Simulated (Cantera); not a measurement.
**Thermodynamics of tantalum, niobium, vanadium and zirconium in process gases, feed V + O₂ + N₂**

Charge: 1 mol V, 2.9 mol O₂, 85 mol N₂, held at 2575 K and 133 Pa.

Equilibrium computed with Cantera from the NASA thermochemical tables; the gas is ideal and each condensed phase is pure. Candidate condensed phases: V, VN, VO, V₂O₃, V₂O₄, V₂O₅; 13 gas species. Equilibrium is a limit: real reactors are often held back by kinetics, nucleation or transport.

| Property | Result |
|---|---|
| x(N₂) | 0.949 |
| x(O) | 0.0329 |
| x(VO₂) | 0.0104 |
| x(NO) | 0.00363 |
| x(O₂) | 0.00336 |
| x(VO) | 0.000747 |
| x(N) | 1.53e-5 |
| x(V) | 8.76e-6 |
| gas amount | 89.41 mol |
| log10 activity of V(l) (absent) | -5.12 |
| log10 activity of V₂O₅(l) (absent) | -11.13 |
